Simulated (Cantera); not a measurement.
Mixture: 7.25 % CH₄, 0.355 % H₂, 15.3 % O₂, 57.5 % N₂, 19.6 % H₂O, equivalence ratio 0.96, at 1600000 Pa, adiabatic and at constant pressure. Ignition delay is the time to a rise of 400 K.

Cantera simulation using GRI-Mech 3.0 (53 species, 325 reactions); the numbers are that mechanism's predictions, not measurements. The pressure lies above the range GRI-Mech 3.0 was tuned for (to about 10 atm).

**Question.** At T0 = 1550 K, what is the delay, and which 7 reactions control it most (d ln τ / d ln k, from doubling and halving each rate constant)?

**Answer.** The delay is 81.2 µs.
```json
[
 {"reaction": "2 CH3 (+M) <=> C2H6 (+M)", "d ln τ / d ln k": "0.42", "faster rate": "lengthens it"},
 {"reaction": "CH3 + O2 <=> CH3O + O", "d ln τ / d ln k": "-0.36", "faster rate": "shortens it"},
 {"reaction": "H + O2 <=> O + OH", "d ln τ / d ln k": "-0.35", "faster rate": "shortens it"},
 {"reaction": "CH3 + HO2 <=> CH3O + OH", "d ln τ / d ln k": "-0.26", "faster rate": "shortens it"},
 {"reaction": "CH4 + H <=> CH3 + H2", "d ln τ / d ln k": "0.18", "faster rate": "lengthens it"},
 {"reaction": "CH3 + O2 <=> CH2O + OH", "d ln τ / d ln k": "-0.15", "faster rate": "shortens it"},
 {"reaction": "CH4 + OH <=> CH3 + H2O", "d ln τ / d ln k": "0.15", "faster rate": "lengthens it"}
]
```
